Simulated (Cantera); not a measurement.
A closed system holds: 1 mol HCl, 0.12 mol H2O, 13 mol N2, at 3500 K and 48.0 mbar.

Cantera equilibrium calculation (NASA polynomials, part measured and part estimated; ideal gas, pure solids and liquids). Candidate condensed phases: H2O, NH4Cl; 29 gas species. Rates play no part.

Base state: N2 0.847, H 0.0780, Cl 0.0642, O 0.00710, HCl 0.00104, N 0.000931, H2 0.000838, NO 0.000573 (mole fractions); condensed: gas only.

Question: What changes in the equilibrium state with this change: N2 from 13 to 0.57 mol?

Answer: 
| species | before | after |
|---|---|---|
| H | 0.0780 | 0.376 |
| Cl | 0.0642 | 0.332 |
| N2 | 0.847 | 0.203 |
| HCl | 0.00104 | 0.0259 |
| H2 | 0.000838 | 0.0194 |
| O | 0.00710 | 0.0373 |
| H2O | 3.05e-6 | 0.000372 |
| O2 | 9.95e-6 | 0.000275 |

Question: What changes in the equilibrium state with this change: 0.29 mol H2 added?

Answer: 
```tsv
species	before	after
N2	0.847	0.817
H	0.0780	0.110
Cl	0.0642	0.0615
H2	0.000838	0.00165
OH	0.000131	0.000176
HCl	0.00104	0.00140
```
